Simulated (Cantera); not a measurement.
Feed: 1 mol H2S, 0.02 mol SO2, 14 mol N2, equilibrated at 1775 K and 0.0100 bar.

Method: chemical equilibrium by Gibbs-energy minimisation in Cantera with the NASA 1993 tables (ideal gas, pure condensed phases). Candidate condensed phases: H2O, H2SO4, S; 35 gas species. Equilibrium is a limit: real reactors are often held back by kinetics, nucleation or transport.

Base state: N2 0.902, H2 0.0598, S2 0.0307, H2O 0.00223, SH 0.00174, H2S 0.00123, S 0.00106, H 0.000708 (mole fractions); condensed: gas only.

### Question
What changes in the equilibrium state with this change: temperature from 1775 K to 1400 K?

### Answer
| species | before | after |
|---|---|---|
| N2 | 0.902 | 0.905 |
| H2 | 0.0598 | 0.0560 |
| S2 | 0.0307 | 0.0298 |
| H2S | 0.00123 | 0.00590 |
| H | 0.000708 | 1.15e-5 |
| S | 0.00106 | 2.03e-5 |
| SO | 0.000280 | 1.06e-5 |
| SO2 | 2.98e-5 | 3.51e-6 |
